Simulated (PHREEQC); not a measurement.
Dissolve 0.016 mol/kgw NaNO3, 0.0073 mol/kgw CuSO4 and 0.34 mol/kgw Fe(NO3)3 at 5 °C. Closed to the air; pH follows from the charge balance.

All values are PHREEQC results (ion-association model, wateq4f.dat), not measurements.

This is a speciation only: nothing precipitates in the calculation.

Task: Estimate the pH, activity of water.

Result: pH 1.88; activity of water 0.976.

Task: In which forms is Fe present?

Result: Fe+3 93 %, FeOH+2 5.2 %, FeSO4+ 2.0 % of the Fe.

The solution is supersaturated, for example in Hematite (slow to form), Goethite (slow to form), so a real one may precipitate; this is no full list. The ionic strength is past about 0.7 mol/kgw, beyond the range of this activity model, so the values are rough. Species that the database lacks are ignored. Constants without temperature data keep their 25 °C values here.
